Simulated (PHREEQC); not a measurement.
PHREEQC input (Pitzer model, pitzer.dat):

```
SOLUTION 1
  temp 25
  units mol/kgw
  pH 7 charge
  Cl 0.202
  Na 0.078
  Mg 0.012
  Ca 0.05
END
USE solution 1
INCREMENTAL_REACTIONS false
REACTION 1
  H2O -1
  0 9.886 18.011 24.689 30.178 34.689 38.397 41.444
  43.949 46.007 47.699 49.089 50.232 51.172 51.944 52.578
  53.1 53.528 53.88 54.17 54.408 54.603 54.764 54.896 moles
EQUILIBRIUM_PHASES 1
  Bischofite 0 0
  Brucite 0 0
  Halite 0 0
  Portlandite 0 0
  MgCl2_4H2O 0 0
SELECTED_OUTPUT 1
  -reset false
  -pH true
  -pe true
  -ionic_strength true
  -water true
  -activities H2O
  -totals Ca Cl Mg Na
  -molalities H+ Na+ Mg+2 Ca+2 Cl- OH- MgOH+
  -equilibrium_phases Bischofite Brucite Halite Portlandite MgCl2_4H2O
PRINT
  -reset false
END
```

Selected output (columns that matter, 20 of 24 rows; water left (kg) added in front):

```
water left (kg)	pH	mu	Ca	Cl	Mg	Na	m_H+	m_Na+	m_Mg+2	m_Ca+2	m_Cl-	m_OH-	la_H2O	Halite
1	6.8603	0.264	0.05	0.202	0.012	0.078	1.7621e-07	0.078	0.012	0.05	0.202	1.304e-07	-0.0023769	0
0.821894	6.8431	0.32121	0.060835	0.24577	0.0146	0.094903	1.8293e-07	0.094903	0.0146	0.060835	0.24577	1.3222e-07	-0.0028915	0
0.675514	6.8237	0.39081	0.074018	0.29903	0.017764	0.11547	1.9011e-07	0.11547	0.017764	0.074018	0.29903	1.3406e-07	-0.0035217	0
0.456313	6.7767	0.57855	0.10957	0.44268	0.026298	0.17094	2.0596e-07	0.17094	0.026298	0.10957	0.44268	1.3756e-07	-0.0052474	0
0.375043	6.748	0.70392	0.13332	0.5386	0.031996	0.20798	2.1474e-07	0.20798	0.031996	0.13332	0.5386	1.3901e-07	-0.0064232	0
0.30824	6.7148	0.85648	0.16221	0.65533	0.038931	0.25305	2.2422e-07	0.25305	0.038931	0.16221	0.65533	1.4005e-07	-0.0078814	0
0.253345	6.6759	1.0421	0.19736	0.79733	0.047366	0.30788	2.3453e-07	0.30788	0.047366	0.19736	0.79733	1.4044e-07	-0.0096989	0
0.208215	6.6299	1.2679	0.24014	0.97015	0.057633	0.37461	2.4593e-07	0.37461	0.057633	0.24014	0.97015	1.3985e-07	-0.01198	0
0.140655	6.5082	1.8769	0.35548	1.4361	0.085315	0.55455	2.7382e-07	0.55455	0.085315	0.35548	1.4361	1.3401e-07	-0.018547	0
0.115613	6.4266	2.2835	0.43248	1.7472	0.10379	0.67467	2.9205e-07	0.67467	0.10379	0.43248	1.7472	1.2769e-07	-0.023299	0
0.0950203	6.3254	2.7784	0.5262	2.1259	0.12629	0.82088	3.1533e-07	0.82088	0.12629	0.5262	2.1259	1.1835e-07	-0.029511	0
0.0780853	6.1986	3.3809	0.64033	2.5869	0.15368	0.99891	3.4672e-07	0.99891	0.15368	0.64033	2.5869	1.0565e-07	-0.03774	0
0.0527548	5.8379	5.0043	0.94778	3.829	0.22747	1.4785	4.5695e-07	1.4785	0.22747	0.94778	3.829	7.1603e-08	-0.063725	0
0.0433504	5.5852	6.0899	1.1534	4.6597	0.27681	1.7993	5.5786e-07	1.7993	0.27681	1.1534	4.6597	5.2873e-08	-0.084285	0
0.0356396	5.2722	7.4075	1.4029	5.6679	0.3367	2.1886	7.1654e-07	2.1886	0.3367	1.4029	5.6679	3.5778e-08	-0.11269	0
0.0292979	4.8884	9.0109	1.7066	6.8947	0.40959	2.6623	9.7421e-07	2.6623	0.40958	1.7066	6.8947	2.1992e-08	-0.1523	0
0.0240733	4.7069	9.8513	2.077	7.2758	0.49848	2.1249	1.1695e-06	2.1249	0.49848	2.077	7.2758	2.4615e-08	-0.16783	0.026848
0.0162724	4.1779	12.356	3.0727	8.5458	0.73745	0.92552	1.8409e-06	0.92552	0.73745	3.0727	8.5458	3.0241e-08	-0.2268	0.06294
0.0133718	3.7449	14.385	3.7392	9.7484	0.89741	0.47518	2.5539e-06	0.47518	0.89741	3.7392	9.7484	2.8991e-08	-0.28988	0.071646
0.0109937	3.1611	17.119	4.5481	11.479	1.0915	0.20018	3.8981e-06	0.20018	1.0915	4.5481	11.479	2.4555e-08	-0.39289	0.075799
```
